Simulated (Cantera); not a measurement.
## Halide evaporation, hydrolysis and transport: CuF2 + HF + N2

Charge: 1 mol CuF2, 0.031 mol HF, 0.73 mol N2, at 4.80 mbar.

Method: chemical equilibrium by Gibbs-energy minimisation in Cantera with the NASA 1993 tables (ideal gas, pure condensed phases). Candidate condensed phases: Cu, CuF2; 25 gas species. Kinetics and transport are ignored.

```csv
T (°C),x N2,x CuF2,x F,x CuF,x HF,x Cu,n CuF2(s),n CuF2(l)
527,0.959,1.12e-6,1.84e-10,3.90e-10,0.0407,<1e-12,1.000,0
627,0.959,8.33e-5,3.82e-8,3.82e-8,0.0407,<1e-12,1.000,0
727,0.957,0.00250,1.98e-6,1.98e-6,0.0406,<1e-12,0.998,0
827,0.922,0.0390,4.92e-5,4.92e-5,0.0391,<1e-12,0.969,0
927,0.732,0.236,0.000561,0.000561,0.0311,1.05e-11,0,0.765
1027,0.413,0.563,0.00318,0.00318,0.0175,3.02e-10,0,0
1127,0.411,0.553,0.00959,0.00959,0.0174,5.36e-9,0,0
1227,0.404,0.529,0.0246,0.0246,0.0172,6.51e-8,0,0
1327,0.392,0.482,0.0547,0.0547,0.0166,5.79e-7,0,0
1427,0.371,0.403,0.105,0.105,0.0157,3.99e-6,0,0
1527,0.342,0.294,0.175,0.175,0.0145,2.22e-5,0,0
1627,0.312,0.180,0.248,0.247,0.0132,0.000104,0,0
1727,0.289,0.0925,0.303,0.303,0.0123,0.000413,0,0
1827,0.275,0.0428,0.336,0.333,0.0117,0.00144,0,0
```
x: gas mole fraction; n: condensed amount in mol.

From 527 °C to 827 °C the condensed part is CuF2(s). At 927 °C the condensed part is CuF2(l). From 1027 °C to 1827 °C nothing is condensed. The main Cu-bearing gas is CuF2 at 527 °C and CuF at 1827 °C.
